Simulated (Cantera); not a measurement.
Charge: 1 mol SrCl2, 1 mol H2O, 61 mol H2, equilibrated at 2200 K.

Method: chemical equilibrium by Gibbs-energy minimisation in Cantera with the NASA 1993 tables (ideal gas, pure condensed phases). Candidate condensed phases: H2O, Sr, SrCl2, SrO, Sr(OH)2; 20 gas species. Rates play no part.

log p: log10 of the partial pressure in bar; nothing condenses.

| P (Pa) | log p H2 | log p H | log p H2O | log p Cl | log p HCl | log p SrCl2 |
|---|---|---|---|---|---|---|
| 0.100 | -7.56 | -6.03 | -10.16 | -7.81 | -9.20 | -12.64 |
| 1 | [?] | [?] | [?] | [?] | [?] | [?] |
| 10 | -4.27 | -4.38 | -5.98 | -6.11 | -5.86 | -7.15 |
| 100 | -3.10 | -3.80 | -4.86 | -5.65 | -4.82 | -5.39 |
| 1000 | [?] | [?] | [?] | [?] | [?] | [?] |
| 10000 | -1.02 | -2.76 | -2.81 | -5.10 | -3.23 | -2.94 |
| 100000 | -0.02 | -2.26 | -1.81 | -4.86 | -2.48 | -1.88 |

Problem. Some entries are withheld; supply them.

Solution. 
- 1000, log p H2: -2.04
- 1000, log p H: -3.27
- 1000, log p H2O: -3.82
- 1000, log p Cl: -5.35
- 1000, log p HCl: -3.99
- 1000, log p SrCl2: -4.08
- 1, log p H2: -5.72
- 1, log p H: -5.11
- 1, log p H2O: -7.54
- 1, log p Cl: -6.86
- 1, log p HCl: -7.33
- 1, log p SrCl2: -9.69
